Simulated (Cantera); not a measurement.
Cantera run, input and output.

```python
import numpy as np
import cantera as ct

gas = ct.Solution("h2o2.yaml")
gas.TPX = 600, 13332, {'H2': 1, 'O2': 0.25, 'N2': 0.94}
flame = ct.FreeFlame(gas, width=0.16)
flame.set_refine_criteria(ratio=3, slope=0.08, curve=0.16)
flame.transport_model = "unity-Lewis-number"
flame.solve(loglevel=0, auto=True)
z, T = flame.grid, flame.T
thick = (T[-1] - T[0]) / np.gradient(T, z).max()
show = ['H2', 'O2', 'H2O', 'OH', 'H', 'O']
print(f"laminar burning velocity  {flame.velocity[0] * 100:.3f} cm/s")
print(f"burnt temperature         {T[-1]:.1f} K")
print(f"thermal thickness         {thick * 1e3:.4f} mm")
print(f"grid points               {len(z)}")
z0 = z[flame.heat_release_rate.argmax()]
print(f"{'z/mm':>9s}{'T/K':>9s}{'u/(m/s)':>9s}" + "".join(f"{s:>11s}" for s in show))
rows = []
for k in (-3, -2, -1.5, -1, -0.5, -0.25, 0, 0.25, 0.5, 1, 2, 4, 8):
    zz = z0 + k * thick
    rows.append([k * thick, np.interp(zz, z, T), np.interp(zz, z, flame.velocity),
                 *(np.interp(zz, z, flame.X[gas.species_index(s)]) for s in show)])
    print(f"{rows[-1][0] * 1e3:9.3f}{rows[-1][1]:9.1f}{rows[-1][2]:9.3f}" + "".join(f"{x:11.3e}" for x in rows[-1][3:]))
```

Output:

```
laminar burning velocity  421.778 cm/s
burnt temperature         2246.2 K
thermal thickness         5.2124 mm
grid points               129
     z/mm      T/K  u/(m/s)         H2         O2        H2O         OH          H          O
  -15.637    600.0    4.218  4.566e-01  1.142e-01  5.661e-11  1.519e-19  7.065e-17  3.756e-18
  -10.425    600.0    4.218  4.566e-01  1.142e-01  4.940e-09  2.434e-16  9.571e-14  6.156e-15
   -7.819    600.0    4.218  4.566e-01  1.142e-01  1.545e-07  1.320e-13  5.605e-11  3.257e-12
   -5.212    600.1    4.218  4.566e-01  1.142e-01  6.391e-06  9.234e-11  3.063e-08  1.508e-09
   -2.606    612.4    4.302  4.552e-01  1.134e-01  1.669e-03  5.885e-06  1.524e-04  5.188e-06
   -1.303    747.6    5.210  4.313e-01  1.022e-01  2.545e-02  1.354e-04  7.647e-03  2.225e-04
    0.000   1122.8    7.667  2.781e-01  4.093e-02  1.482e-01  1.619e-03  8.588e-02  3.339e-03
    1.303   1349.5    9.095  1.845e-01  4.553e-03  2.231e-01  3.093e-03  1.343e-01  2.810e-03
    2.606   1449.3    9.695  1.840e-01  1.538e-03  2.307e-01  3.811e-03  1.266e-01  2.365e-03
    5.212   1565.4   10.376  1.943e-01  1.206e-03  2.329e-01  4.618e-03  1.095e-01  2.194e-03
   10.425   1695.3   11.119  2.060e-01  9.513e-04  2.357e-01  5.259e-03  9.025e-02  1.848e-03
   20.849   1827.7   11.858  2.174e-01  6.654e-04  2.392e-01  5.471e-03  7.086e-02  1.369e-03
   41.699   1951.8   12.534  2.278e-01  4.086e-04  2.431e-01  5.126e-03  5.282e-02  8.806e-04
```

Computed with Cantera and the H2/O2 subset of GRI-Mech 3.0, which has no nitrogen chemistry. Unity Lewis numbers drop preferential diffusion, which matters most where H2 and H carry the flame. Burning velocities carry a grid error of a few per cent, more on coarse grids.
